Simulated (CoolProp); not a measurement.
Vapour pressure (kPa) of normal hydrogen: the reference equation beside estimates from Tc = -240.0 °C, pc = 1296 kPa, ω = -0.219. Clausius-Clapeyron is anchored at -249.45 °C with a constant enthalpy of vaporisation of 0.8556 kJ/mol.

Computed with CoolProp (reference Helmholtz-energy equation of state, Leachman 2009).

```csv
T (°C),reference,Clausius-Clapeyron,van der Waals
-251.85,132.0,147.8,165.5
-251.05,163.3,176.0,201.8
-250.25,199.5,207.1,243.0
-249.45,241.0,241.0,289.4
-248.65,288.3,277.7,341.2
-247.85,341.8,317.2,398.6
-247.05,401.9,359.3,461.8
-246.25,469.0,404.0,531.0
-245.45,543.6,451.2,606.4
-244.65,626.2,500.8,688.2
-243.85,717.2,552.7,776.6
-243.05,817.4,606.8,871.6
-242.25,927.2,662.9,973.4
-241.45,1048,721.0,1082
-240.65,1180,781.0,1198
```

Absolute difference from the reference over all 15 rows, mean and median: Clausius-Clapeyron 15.9 and 13.9 %, van der Waals 13.3 and 13.2 %.
